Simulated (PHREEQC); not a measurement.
A column of 1 m (30 cells, dispersivity 0.08 m, 300 s a shift, diffusion coefficient 3e-10 m²/s) holds 0.044 eq of the database's cation exchanger X per kg of pore water, first in equilibrium with 2 mmol/kgw Na2SO4, 19 mmol/kgw LiCl and 0.01 mmol/kgw HCl. It is flushed with 0.047 mol/kgw NH4Cl, 0.0042 mol/kgw MgSO4, 0.03 mol/kgw Na2SO4 and 1e-05 mol/kgw HCl, at 25 °C. Values are for the last cell. The system is closed to CO2. No solid was allowed to form.

Base run: PHREEQC, ion-association model, phreeqc.dat. Each further column changes one thing. The table gives NH4 in solution (mol/kgw).

| pore volumes | base | exchange capacity from 0.044 to 0.022 eq/kgw | dispersivity from 0.08 to 0.16 m |
|---|---|---|---|
| 0 | 0 | 0 | 0 |
| 0.3167 | 0 | 0 | 3.50e-14 |
| 0.6167 | 2.01e-9 | 4.66e-6 | 4.96e-6 |
| 0.9167 | 0.000123 | 0.00460 | [?] |
| 1.217 | 0.00634 | 0.0240 | [?] |
| 1.517 | 0.0241 | 0.0365 | [?] |
| 1.817 | 0.0361 | 0.0424 | 0.0346 |
| 2.117 | 0.0419 | 0.0451 | 0.0396 |
| 2.417 | 0.0446 | 0.0462 | [?] |
| 2.717 | 0.0459 | 0.0467 | 0.0444 |
| 3.017 | 0.0465 | 0.0469 | [?] |

### Question
What belongs in the gaps?

### Answer

- 0.9167, dispersivity from 0.08 to 0.16 m: 0.00175
- 1.217, dispersivity from 0.08 to 0.16 m: 0.0131
- 1.517, dispersivity from 0.08 to 0.16 m: 0.0262
- 2.417, dispersivity from 0.08 to 0.16 m: 0.0426
- 3.017, dispersivity from 0.08 to 0.16 m: 0.0454
